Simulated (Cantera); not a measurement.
PbO + CO + N2 (carbothermic reduction)

Charge: 1 mol PbO, a varied amount of CO, 3.4 mol N2, at 2027 °C and 28.0 Pa.

These are equilibrium values from Cantera (NASA tables, ideal gas, pure condensed phases), not measurements of a reactor. Candidate condensed phases: C, Pb, PbO, PbO2, Pb3O4; 27 gas species. Kinetics and transport are ignored.

```json
[
 {"n(CO) (mol)": "1.5", "log p CO": "-4.28", "log p N2": "-3.83", "log p Pb": "-4.37", "log p CO2": "-4.90", "log p O": "-4.86", "log p O2": "-5.11", "log p NO": "-5.89"},
 {"n(CO) (mol)": "2", "log p CO": "-4.17", "log p N2": "-3.86", "log p Pb": "-4.40", "log p CO2": "-4.84", "log p O": "-4.91", "log p O2": "-5.21", "log p NO": "-5.95"},
 {"n(CO) (mol)": "2.7", "log p CO": "-4.07", "log p N2": "-3.90", "log p Pb": "-4.43", "log p CO2": "-4.80", "log p O": "-4.97", "log p O2": "-5.33", "log p NO": "-6.03"},
 {"n(CO) (mol)": "3.5", "log p CO": "-3.99", "log p N2": "-3.94", "log p Pb": "-4.48", "log p CO2": "-4.79", "log p O": "-5.03", "log p O2": "-5.46", "log p NO": "-6.11"},
 {"n(CO) (mol)": "4.7", "log p CO": "-3.91", "log p N2": "-4.00", "log p Pb": "-4.53", "log p CO2": "-4.79", "log p O": "-5.12", "log p O2": "-5.62", "log p NO": "-6.22"},
 {"n(CO) (mol)": "6.2", "log p CO": "-3.84", "log p N2": "-4.06", "log p Pb": "-4.59", "log p CO2": "-4.81", "log p O": "-5.20", "log p O2": "-5.80", "log p NO": "-6.34"},
 {"n(CO) (mol)": "8.3", "log p CO": "-3.78", "log p N2": "-4.14", "log p Pb": "-4.67", "log p CO2": "-4.85", "log p O": "-5.30", "log p O2": "-6.00", "log p NO": "-6.48"},
 {"n(CO) (mol)": "11", "log p CO": "-3.73", "log p N2": "-4.22", "log p Pb": "-4.75", "log p CO2": "-4.91", "log p O": "-5.41", "log p O2": "-6.21", "log p NO": "-6.63"},
 {"n(CO) (mol)": "15", "log p CO": "-3.69", "log p N2": "-4.32", "log p Pb": "-4.85", "log p CO2": "-4.98", "log p O": "-5.53", "log p O2": "-6.45", "log p NO": "-6.80"}
]
```
log p: log10 of the partial pressure in bar; nothing condenses.

From 1.5 mol CO to 15 mol CO nothing is condensed. The main Pb-bearing gas is Pb throughout.
